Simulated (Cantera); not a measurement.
Cantera run:

```python
import numpy as np
import cantera as ct

gas_names = [...]  # 123 gases of nasa_gas.yaml made of C, H, O, S
cond_names = """
    C(gr) C6H6(L) C7H8(L) C8H18(L),n-octa H2O(s) H2O(L) H2SO4(L) S(cr1) S(cr2) S(L)
""".split()


# ... load() reads the species with a 1 bar reference pressure and builds the phases ...
atoms = {
    'CS2': {'C': 1, 'S': 2},
    'H2O': {'H': 2, 'O': 1},
}
top_T = {'C(gr)': 4500}  # K; cautious upper limits of use, not melting points


# ... equilibrate(T, P, feed) seeds the gas with the atoms and calls Mixture.equilibrate('TP', solver="vcs", rtol=1e-11, max_steps=5000) ...
results = []
feed = {'CS2': 1, 'H2O': 0.89}  # mol
P = 220000  # Pa
for T in [2000, 2050, 2100, 2150, 2200, 2250, 2300, 2350, 2400, 2450]:
    mix = equilibrate(T, P, feed)
    results.append((T, P, feed, dict(zip(mix.species_names, mix.species_moles))))
    x = sorted(zip(gas.X, gas.species_names), reverse=True)
    print(f"T = {T:g} K  P = {P:g} Pa  gas = {mix.phase_moles(0):.4g} mol")
    print("   x: " + "  ".join(f"{s} {v:.3e}" for v, s in x if v > 1e-05))
    print("   condensed (mol): " + ("  ".join(f"{mix.phase(i).name} {mix.phase_moles(i):.4g}"
          for i in range(1, mix.n_phases) if mix.phase_moles(i) > 1e-12) or "none"))
```

Result:

```
T = 2000 K  P = 220000 Pa  gas = 2.639 mol
   x: CO 3.308e-01  S2 2.736e-01  H2 2.247e-01  H2S 1.029e-01  CS2 4.105e-02  SH 1.772e-02  COS 5.497e-03  CS 1.360e-03  S 1.122e-03  H2O 5.377e-04  H 5.197e-04  CO2 1.728e-04  SO 1.557e-05
   condensed (mol): none
T = 2050 K  P = 220000 Pa  gas = 2.654 mol
   x: CO 3.298e-01  S2 2.758e-01  H2 2.313e-01  H2S 9.316e-02  CS2 4.024e-02  SH 2.012e-02  COS 4.859e-03  CS 1.832e-03  S 1.550e-03  H 7.356e-04  H2O 4.600e-04  CO2 1.376e-04  SO 1.721e-05
   condensed (mol): none
T = 2100 K  P = 220000 Pa  gas = 2.668 mol
   x: CO 3.287e-01  S2 2.776e-01  H2 2.370e-01  H2S 8.438e-02  CS2 3.934e-02  SH 2.265e-02  COS 4.318e-03  CS 2.425e-03  S 2.108e-03  H 1.023e-03  H2O 3.959e-04  CO2 1.111e-04  SO 1.896e-05
   condensed (mol): none
T = 2150 K  P = 220000 Pa  gas = 2.681 mol
   x: CO 3.276e-01  S2 2.788e-01  H2 2.418e-01  H2S 7.649e-02  CS2 3.833e-02  SH 2.529e-02  COS 3.857e-03  CS 3.157e-03  S 2.825e-03  H 1.398e-03  H2O 3.430e-04  CO2 9.088e-05  SO 2.084e-05
   condensed (mol): none
T = 2200 K  P = 220000 Pa  gas = 2.694 mol
   x: CO 3.264e-01  S2 2.797e-01  H2 2.457e-01  H2S 6.939e-02  CS2 3.719e-02  SH 2.805e-02  CS 4.040e-03  S 3.733e-03  COS 3.461e-03  H 1.882e-03  H2O 2.995e-04  CO2 7.534e-05  SO 2.289e-05
   condensed (mol): none
T = 2250 K  P = 220000 Pa  gas = 2.706 mol
   x: CO 3.253e-01  S2 2.801e-01  H2 2.489e-01  H2S 6.301e-02  CS2 3.591e-02  SH 3.089e-02  CS 5.084e-03  S 4.869e-03  COS 3.118e-03  H 2.498e-03  H2O 2.637e-04  CO2 6.329e-05  SO 2.515e-05
   condensed (mol): none
T = 2300 K  P = 220000 Pa  gas = 2.719 mol
   x: CO 3.241e-01  S2 2.801e-01  H2 2.513e-01  H2S 5.727e-02  CS2 3.448e-02  SH 3.380e-02  CS 6.291e-03  S 6.274e-03  H 3.271e-03  COS 2.821e-03  H2O 2.341e-04  CO2 5.388e-05  SO 2.765e-05
   condensed (mol): none
T = 2350 K  P = 220000 Pa  gas = 2.732 mol
   x: CO 3.229e-01  S2 2.796e-01  H2 2.530e-01  H2S 5.210e-02  SH 3.678e-02  CS2 3.290e-02  S 7.991e-03  CS 7.656e-03  H 4.229e-03  COS 2.560e-03  H2O 2.098e-04  CO2 4.649e-05  SO 3.045e-05
   condensed (mol): none
T = 2400 K  P = 220000 Pa  gas = 2.745 mol
   x: CO 3.216e-01  S2 2.787e-01  H2 2.540e-01  H2S 4.743e-02  SH 3.979e-02  CS2 3.117e-02  S 1.007e-02  CS 9.165e-03  H 5.405e-03  COS 2.331e-03  H2O 1.897e-04  CO2 4.064e-05  SO 3.361e-05
   condensed (mol): none
T = 2450 K  P = 220000 Pa  gas = 2.758 mol
   x: CO 3.202e-01  S2 2.774e-01  H2 2.544e-01  H2S 4.321e-02  SH 4.283e-02  CS2 2.933e-02  S 1.256e-02  CS 1.080e-02  H 6.832e-03  COS 2.128e-03  H2O 1.732e-04  SO 3.719e-05  CO2 3.599e-05
   condensed (mol): none
```

These are equilibrium values from Cantera (NASA tables, ideal gas, pure condensed phases), not measurements of a reactor.
